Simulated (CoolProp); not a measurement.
Aqueous ethylene glycol as a coolant, 21 % by mass, freezing at -8.5 °C, 1 atm.

Model: Melinder's fits for secondary coolants, in CoolProp.

```
T (°C)  Prandtl number  density (kg/m³)  conductivity (W/(m K))  cp (kJ/(kg K))
------  --------------  ---------------  ----------------------  --------------
-1                27.3                …                   0.479           3.840
5.8               21.1             1029                   0.487           3.853
12.6              16.6             1028                   0.495           3.866
19.4              13.4             1026                       …           3.879
26.3              11.0             1023                   0.510           3.892
33.1              9.16                …                   0.517           3.905
39.9              7.77             1018                       …           3.918
```

Task: Complete the blanks.

Result: 
- -1, density (kg/m³): 1031
- 19.4, conductivity (W/(m K)): 0.503
- 33.1, density (kg/m³): 1021
- 39.9, conductivity (W/(m K)): 0.524
